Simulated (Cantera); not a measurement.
What does this Cantera script print?

```python
import numpy as np
import cantera as ct

gas = ct.Solution("gri30.yaml")


def delay(T, t_max=10):
    gas.TPX = T, 1000000, {'CH4': 1, 'CO': 0.091, 'O2': 2.2, 'N2': 8.27}
    reactor = ct.IdealGasConstPressureReactor(gas, clone=False)
    net = ct.ReactorNet([reactor])
    net.rtol, net.atol = 1e-8, 1e-16
    while net.time < t_max:
        t_old, T_old = net.time, reactor.T
        net.step()
        if reactor.T > T + 400:  # ignition: a rise of 400 K
            return t_old + (T + 400 - T_old) / (reactor.T - T_old) * (net.time - t_old)
    return np.nan


taus = []
for T in [1173, 1273, 1373, 1473, 1573, 1673]:
    taus.append(delay(T))
    print(f"T0 = {T:6g} K   tau = {taus[-1]:.4e} s")
```

It prints:

```
T0 =   1173 K   tau = 7.3059e-03 s
T0 =   1273 K   tau = 2.0880e-03 s
T0 =   1373 K   tau = 6.7742e-04 s
T0 =   1473 K   tau = 2.4296e-04 s
T0 =   1573 K   tau = 9.5238e-05 s
T0 =   1673 K   tau = 4.0818e-05 s
```

Detailed kinetics in Cantera: GRI-Mech 3.0 (53 species, 325 reactions).
